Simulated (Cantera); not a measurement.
Input: 1 mol Ta, 2.5 mol CO2, 46 mol H2, held at 2.40 bar.

Equilibrium computed with Cantera from the NASA thermochemical tables; the gas is ideal and each condensed phase is pure. Candidate condensed phases: C, C6H6, C7H8, C8H18, H2O, Ta, TaC, Ta2O5; 113 gas species. Mutual solubility and eutectic melting of coexisting phases are not modelled. TaC: taken at fixed stoichiometry. Condensed phases not in the tables: Ta2C. Rates play no part. All values below are at 2348 K.

Base state: H2 0.937, CO 0.0499, H 0.00772, H2O 0.00522, TaO2 5.03e-5, CO2 4.83e-5, TaO 1.13e-5 (mole fractions); condensed: TaC(s) + Ta2O5(l).

Question: What changes in the equilibrium state with this change: pressure from 2.40 bar to 0.000490 bar?

Answer: 
| species | before | after |
|---|---|---|
| H2 | 0.937 | 0.529 |
| H | 0.00772 | 0.406 |
| CO | 0.0499 | 0.0401 |
| TaO2 | 5.03e-5 | 0.0148 |
| O | 4.11e-8 | 0.000525 |
| OH | 7.39e-6 | 0.00101 |
| TaC(s), mol | 0.0727 | 0 |
| Ta2O5(l), mol | 0.462 | 0 |

Question: What changes in the equilibrium state with this change: CO2 from 2.5 to 6.4 mol?

Answer: 
| species | before | after |
|---|---|---|
| H2 | 0.937 | 0.799 |
| CO | 0.0499 | 0.120 |
| H2O | 0.00522 | 0.0722 |
| TaO2 | 5.03e-5 | 1.25e-5 |
| TaO | 1.13e-5 | 1.73e-7 |
| CO2 | 4.83e-5 | 0.00188 |
| OH | 7.39e-6 | 0.000111 |
| H | 0.00772 | 0.00712 |
| TaC(s), mol | 0.0727 | 0 |
| Ta2O5(l), mol | 0.462 | 0.500 |
